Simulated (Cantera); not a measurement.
Cantera run:

```python
import numpy as np
import cantera as ct

gas_names = """
    AL ALN AL2 N N2
""".split()
cond_names = """
    AL(cr) AL(L) ALN(s)
""".split()


# ... load() reads the species with a 1 bar reference pressure and builds the phases ...
atoms = {
    'AlN': {'AL': 1, 'N': 1},
    'N2': {'N': 2},
}
top_T = {'ALN(s)': 2750}  # K; cautious upper limits of use, not melting points


# ... equilibrate(T, P, feed) seeds the gas with the atoms and calls Mixture.equilibrate('TP', solver="vcs", rtol=1e-11, max_steps=5000) ...
results = []
feed = {'AlN': 1, 'N2': 7.3}  # mol
P = 210  # Pa
for T in [1475, 1575, 1675, 1775, 1875, 1975, 2075, 2175, 2275, 2375, 2475, 2575, 2675]:
    mix = equilibrate(T, P, feed)
    results.append((T, P, feed, dict(zip(mix.species_names, mix.species_moles))))

top = {s: max(r[3][s] / sum(r[3][g] for g in gas_names) for r in results) for s in gas_names}
cols = sorted((s for s in top if top[s] > 1e-06), key=lambda s: -top[s])[:5]
seen = [c for c in cond_names if any(r[3].get(c, 0) > 1e-12 for r in results)]
print("log10 of partial pressures in bar; condensed amounts in mol")
print(f"{'T/K':>10s}" + "".join(f"{s[:9]:>10s}" for s in cols + seen))
for T, P, feed, n in results:
    ng = sum(n[g] for g in gas_names)
    print(f"{T:10.4g}" + "".join(f"{np.log10(max(n[s] / ng * P / 1e5, 1e-99)):10.3f}" for s in cols)
          + "".join(f"{n.get(c, 0):10.4g}" for c in seen))
```

Result:

```
log10 of partial pressures in bar; condensed amounts in mol
       T/K        N2        AL         N       AL2    ALN(s)
      1475    -2.678    -9.246   -14.838   -17.399         1
      1575    -2.678    -7.814   -13.762   -14.925    0.9999
      1675    -2.678    -6.556   -12.814   -12.751     0.999
      1775    -2.679    -5.442   -11.972   -10.825    0.9874
      1875    -2.685    -4.445   -11.223    -9.103    0.8719
      1975    -2.730    -3.622   -10.568    -7.703         0
      2075    -2.730    -3.622    -9.957    -7.924         0
      2175    -2.730    -3.622    -9.401    -8.124         0
      2275    -2.730    -3.622    -8.893    -8.308         0
      2375    -2.730    -3.622    -8.428    -8.476         0
      2475    -2.730    -3.622    -8.001    -8.630         0
      2575    -2.730    -3.622    -7.606    -8.772         0
      2675    -2.730    -3.622    -7.241    -8.904         0
```

These are equilibrium values from Cantera (NASA tables, ideal gas, pure condensed phases), not measurements of a reactor.
